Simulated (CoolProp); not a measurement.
A single-stage vapour-compression cycle with the fluid: evaporating at 200.15 K (dew point), condensing at 236.15 K (bubble point), superheat 8 K, subcooling 2 K, compressor efficiency 0.85, no pressure losses. The same conditions are run with several fluids, on thermodynamics alone (safety and materials aside).

The numbers come from the reference Helmholtz-energy equation of state of each fluid (propylene: Lemmon 2013; nitrous oxide: Lemmon 2006; hydrogen chloride: Thol 2018; chlorine: Thol 2021; R115: Lemmon 2016; hydrogen sulfide: Lemmon 2006) in CoolProp.

```json
[
 {"fluid": "propylene", "cooling COP": "4.13", "pressure ratio": "5.94", "discharge temperature (K)": "283.0", "refrigerating effect (kJ/kg)": "402", "volumetric capacity (kJ/m³)": "267"},
 {"fluid": "nitrous oxide", "cooling COP": "3.85", "pressure ratio": "4.43", "discharge temperature (K)": "307.9", "refrigerating effect (kJ/kg)": "[?]", "volumetric capacity (kJ/m³)": "1890"},
 {"fluid": "hydrogen chloride", "cooling COP": "3.81", "pressure ratio": "[?]", "discharge temperature (K)": "335.1", "refrigerating effect (kJ/kg)": "380", "volumetric capacity (kJ/m³)": "1590"},
 {"fluid": "chlorine", "cooling COP": "3.84", "pressure ratio": "7.16", "discharge temperature (K)": "362.8", "refrigerating effect (kJ/kg)": "280", "volumetric capacity (kJ/m³)": "[?]"},
 {"fluid": "R115", "cooling COP": "4.12", "pressure ratio": "6.76", "discharge temperature (K)": "253.7", "refrigerating effect (kJ/kg)": "111", "volumetric capacity (kJ/m³)": "165"},
 {"fluid": "hydrogen sulfide", "cooling COP": "3.91", "pressure ratio": "5.71", "discharge temperature (K)": "338.8", "refrigerating effect (kJ/kg)": "501", "volumetric capacity (kJ/m³)": "507"}
]
```

Fill in the missing entries.


- nitrous oxide, refrigerating effect (kJ/kg): 302
- hydrogen chloride, pressure ratio: 4.45
- chlorine, volumetric capacity (kJ/m³): 142
